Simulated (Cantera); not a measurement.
Input: 1 mol SiCl4, 160 mol H2, at 37.0 mbar.

Equilibrium computed with Cantera from the NASA thermochemical tables; the gas is ideal and each condensed phase is pure. Candidate condensed phases: Si; 19 gas species. The tables' values for SiCl3 are old estimates; treat these amounts as uncertain. Rates play no part. All values below are at 1548 K.

Base state: H2 0.977, HCl 0.0215, SiCl2 0.00157, H 0.000158, SiCl3 1.22e-5 (mole fractions); condensed: Si(s).

**Question.** What changes in the equilibrium state with this change: SiCl4 replaced by Si2Cl6?

**Answer.** 
```
species       before     after
----------  --------  --------
H2             0.977     0.966
HCl           0.0215    0.0303
SiCl2        0.00157   0.00317
SiCl3        1.22e-5   3.48e-5
H           0.000158  0.000157
Si(s), mol     0.742      1.48
```
The feed counts by its element totals alone.
